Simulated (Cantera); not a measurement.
Input: 1 mol FeS2, 100 mol H2, at 1750 °C.

Cantera equilibrium calculation (NASA polynomials, part measured and part estimated; ideal gas, pure solids and liquids). Candidate condensed phases: Fe, FeS, FeS2, S; 8 gas species. The numbers say what is thermodynamically allowed, not how fast it happens.

log p: log10 of the partial pressure in bar; n: condensed amount in mol.

```
P (Pa)   log p H2  log p H  log p H2S  log p S  log p Fe  log p SH  n Fe(l)
-------  --------  -------  ---------  -------  --------  --------  -------
10          -4.09    -4.77      -7.81    -5.89     -6.05     -6.63        0
100           ___      ___        ___      ___       ___       ___        0
1000        -2.02    -3.73      -4.46    -4.61     -4.01     -4.31        0
10000         ___      ___        ___      ___     -3.33       ___      ___
100000      -0.01    -2.73      -1.80    -3.97     -3.33     -2.66    0.953
1000000      0.99    -2.23      -0.72    -3.89     -3.33     -2.09    0.995
```

Problem. Complete the blanks.

Solution. 
- 10000, log p H2: -1.01
- 10000, log p H: -3.23
- 10000, log p H2S: -3.03
- 10000, log p S: -4.20
- 10000, log p SH: -3.40
- 10000, n Fe(l): 0.522
- 100, log p H2: -3.04
- 100, log p H: -4.24
- 100, log p H2S: -6.02
- 100, log p S: -5.16
- 100, log p Fe: -5.02
- 100, log p SH: -5.37
